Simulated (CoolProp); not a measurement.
Properties of ethane along the isotherm 196.4 K (Tc = 305.3 K, pc = 4872 kPa, ω = 0.099).

Values from CoolProp's reference Helmholtz-energy equation of state, Bücker 2006.

```csv
p (kPa),phase,isothermal compressibility (1/MPa),expansivity (1/kK),conductivity (mW/(m K))
23.1,gas,43.56,5.186,10.2
39,gas,25.91,5.254,10.3
65.8,gas,15.48,5.377,10.3
111,gas,9.303,5.602,10.5
316,liquid,0.002178,2.483,156
534,liquid,0.002167,2.475,156
901,liquid,(withheld),(withheld),157
1520,liquid,0.002121,2.440,157
2570,liquid,0.002074,2.404,(withheld)
4330,liquid,(withheld),2.348,160
7310,liquid,0.001889,(withheld),162
```

Q: Fill in the missing entries.

A: 
- 901, isothermal compressibility (1/MPa): 0.002150
- 901, expansivity (1/kK): 2.462
- 2570, conductivity (mW/(m K)): 158
- 4330, isothermal compressibility (1/MPa): 0.002000
- 7310, expansivity (1/kK): 2.261

Thermal conductivity comes from a separate model (Friend 1991).
